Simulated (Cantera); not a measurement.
Mixture: CH₄ : CO : O₂ : N₂ = 1 : 0.18 : 3.94 : 14.8 (molar parts), at 10.0 bar, adiabatic and at constant volume. Ignition delay is the time to a rise of 400 K.

Computed with Cantera and GRI-Mech 3.0 (53 species, 325 reactions).

**Question.** What does this change do: N2 14.8 to 24 parts?

**Answer.** 
```csv
quantity,before,after
delay at 1150 K,7.81 ms,11.8 ms
delay at 1350 K,0.645 ms,1.00 ms
delay at 1550 K,91.0 µs,0.137 ms
delay at 1750 K,19.5 µs,27.5 µs
delay at 1950 K,5.88 µs,8.00 µs
apparent activation energy between 1750 and 1950 K,170 kJ/mol,180 kJ/mol
```
